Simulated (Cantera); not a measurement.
A perfectly stirred reactor is fed with 7.14 % C₂H₆, 92.9 % N₂, at 160 Pa; it is held at 1050 K, and followed from long to short residence time.

Computed with Cantera and GRI-Mech 3.0 (53 species, 325 reactions). GRI-Mech 3.0 stops at C3 and has no aromatics, soot or wall deposition, so with more carbon than oxygen in the feed, carbon stays in small species such as C2H2 where larger ones or solid carbon would form. Radical loss at walls, strong at low pressure, is not modelled.

x: mole fraction; the columns are a selection and need not sum to one.

```tsv
τ (s)	x C₂H₆	x C₂H₂	x CH₃	x CH₂	x H₂
7.9	0.0535	0.000434	2.46e-5	2.71e-10	0.0149
3.2	0.0640	[?]	2.37e-5	2.37e-10	[?]
1.3	0.0689	8.87e-6	1.76e-5	1.39e-10	0.00212
0.53	0.0708	5.72e-7	9.19e-6	4.38e-11	0.000557
0.21	0.0713	1.66e-8	4.20e-6	8.84e-12	9.64e-5
0.086	0.0714	3.11e-10	2.40e-6	1.97e-12	1.24e-5
0.035	0.0714	3.77e-12	1.31e-6	<1e-12	1.17e-6
0.014	0.0714	<1e-12	6.19e-7	<1e-12	8.73e-8
0.0058	0.0714	<1e-12	2.76e-7	<1e-12	6.42e-9
0.0023	0.0714	<1e-12	1.13e-7	<1e-12	3.77e-10
0.00095	0.0714	<1e-12	[?]	<1e-12	2.28e-11
```

Question: What belongs in the gaps?

Answer: 
- 3.2, x C₂H₂: 7.59e-5
- 3.2, x H₂: 0.00614
- 0.00095, x CH₃: 4.72e-8
